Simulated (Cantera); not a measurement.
A Cantera script and what it prints.

```python
import numpy as np
import cantera as ct

gas_names = """
    CL CL2 H HCL H2 Si SiCL SiCL2 SiCL3 SiCL4 SiH SiHCL3 SiH2 SiH2CL2 SiH3 SiH3CL SiH4 Si2 Si3
""".split()
cond_names = """
    Si(cr) Si(L)
""".split()


# ... load() reads the species with a 1 bar reference pressure and builds the phases ...
atoms = {
    'Si': {'Si': 1},
    'HCl': {'H': 1, 'CL': 1},
}
top_T = {}  # K; cautious upper limits of use, not melting points


# ... equilibrate(T, P, feed) seeds the gas with the atoms and calls Mixture.equilibrate('TP', solver="vcs", rtol=1e-11, max_steps=5000) ...
results = []
feed = {'Si': 1, 'HCl': 18}  # mol
T = 1148  # K
P = 133.322  # Pa
mix = equilibrate(T, P, feed)
results.append((T, P, feed, dict(zip(mix.species_names, mix.species_moles))))
x = sorted(zip(gas.X, gas.species_names), reverse=True)
print(f"T = {T:g} K  P = {P:g} Pa  gas = {mix.phase_moles(0):.4g} mol")
print("   x: " + "  ".join(f"{s} {v:.3e}" for v, s in x if v > 1e-05))
print("   condensed (mol): " + ("  ".join(f"{mix.phase(i).name} {mix.phase_moles(i):.4g}"
      for i in range(1, mix.n_phases) if mix.phase_moles(i) > 1e-12) or "none"))
```

Output:

```
T = 1148 K  P = 133.322 Pa  gas = 17.01 mol
   x: HCL 8.247e-01  H2 1.165e-01  SiCL4 5.716e-02  SiCL3 1.182e-03  SiCL2 2.698e-04  SiHCL3 1.620e-04
   condensed (mol): none
```

Method: chemical equilibrium by Gibbs-energy minimisation in Cantera with the NASA 1993 tables (ideal gas, pure condensed phases). The tables' values for SiCl3 are old estimates; treat these amounts as uncertain.
